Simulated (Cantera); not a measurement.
A closed system holds: 1 mol C2F6, 0.015 mol HCl, at 2075 K and 0.00880 bar.

Method: chemical equilibrium by Gibbs-energy minimisation in Cantera with the NASA 1993 tables (ideal gas, pure condensed phases). Candidate condensed phases: C, C6H6, C7H8, C8H18; 118 gas species. The feed counts by its element totals alone. Gases not in the tables: C2F6 and larger saturated fluorocarbons. Rates play no part.

Base state: CF4 0.716, CF2 0.183, F 0.0720, CF3 0.0120, HF 0.00836, Cl 0.00833, CF 0.000477, CClF3 2.43e-5 (mole fractions); condensed: C(graphite).

Task: What changes in the equilibrium state with this change: pressure from 0.00880 bar to 0.00133 bar?

Result: 
```tsv
species	before	after
CF4	0.716	0.379
CF2	0.183	0.342
F	0.0720	0.253
CF3	0.0120	0.0120
CClF3	2.43e-5	2.74e-6
CF	0.000477	0.00168
ClF	1.00e-5	3.99e-6
HF	0.00836	0.00624
Cl	0.00833	0.00623
C(graphite), mol	0.366	0.235
```

Task: What changes in the equilibrium state with this change: pressure from 0.00880 bar to 0.0133 bar?

Result: 
| species | before | after |
|---|---|---|
| CF4 | 0.716 | 0.764 |
| CF2 | 0.183 | 0.153 |
| F | 0.0720 | 0.0536 |
| CF3 | 0.0120 | 0.0114 |
| CClF3 | 2.43e-5 | 3.60e-5 |
| CF | 0.000477 | 0.000355 |
| ClF | 1.00e-5 | 1.17e-5 |
| HF | 0.00836 | 0.00865 |
| C(graphite), mol | 0.366 | 0.389 |
